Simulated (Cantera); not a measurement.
## Thermodynamics of fluorocarbon and chlorocarbon gases, feed c-C4F8 + F2

A closed system holds: 1 mol c-C4F8, 0.17 mol F2, equilibrated at 1.30 mbar.

These are equilibrium values from Cantera (NASA tables, ideal gas, pure condensed phases), not measurements of a reactor. Candidate condensed phases: C; 13 gas species. The feed counts by its element totals alone. Condensed phases not in the tables: fluorocarbon polymer. Gases not in the tables: C2F6 and larger saturated fluorocarbons. Kinetics and transport are ignored.

```csv
T (K),log p CF4,log p F,log p CF2,log p C3,log p CF,log p C,log p C2,log p CF3,n C(graphite)
750,-2.89,<-14,<-14,<-14,<-14,<-14,<-14,-14.62,1.92
950,-2.89,-12.80,-11.49,<-14,<-14,<-14,<-14,-11.26,1.92
1150,-2.89,-9.78,-8.79,<-14,<-14,<-14,<-14,-9.08,1.92
1350,-2.89,-7.65,-6.90,<-14,-12.09,<-14,<-14,-7.55,1.91
1550,-2.89,-6.07,-5.50,<-14,-9.67,<-14,<-14,-6.41,1.91
1750,-2.90,-4.86,-4.44,-13.62,-7.81,-13.19,-14.71,-5.56,1.89
1950,-3.03,-3.92,-3.65,-11.11,-6.36,-11.00,-12.18,-4.96,1.75
2150,-3.65,-3.28,-3.27,-9.07,-5.32,-9.21,-10.13,-4.86,1.45
2350,-5.23,-3.02,-3.50,-7.38,-4.72,-7.73,-8.43,-5.58,2.25
2550,-7.12,-2.94,-3.97,-5.97,-4.36,-6.49,-7.00,-6.62,3.09
2750,-8.98,-2.93,-4.50,-4.77,-4.12,-5.42,-5.79,-7.68,2.94
2950,-10.89,-2.99,-5.14,-3.90,-4.02,-4.56,-4.84,-8.84,0
3150,-12.66,-2.99,-5.89,-3.98,-4.18,-4.08,-4.58,-10.01,0
```
log p: log10 of the partial pressure in bar; n: condensed amount in mol.

From 750 K to 2750 K the condensed part is C(graphite). From 2950 K to 3150 K nothing is condensed. The main C-bearing gas is CF4 at 750 K and C3 at 3150 K.
